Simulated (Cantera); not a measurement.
A closed system holds: 1 mol Pb, 0.027 mol H₂O, 260 mol H₂, held at 1675 K and 41000 Pa.

Cantera equilibrium calculation (NASA polynomials, part measured and part estimated; ideal gas, pure solids and liquids). Candidate condensed phases: H₂O, Pb, PbO, PbO₂, Pb₃O₄; 12 gas species. Kinetics and transport are ignored.

Question: What is the equilibrium state?

Answer: 
* **x(H₂)**: 0.996
* **x(Pb)**: 0.00383
* **x(H)**: 0.000181
* **x(H₂O)**: 0.000103
* **gas amount**: 261.1 mol
* **log10 activity of Pb(l) (absent)**: -1.85
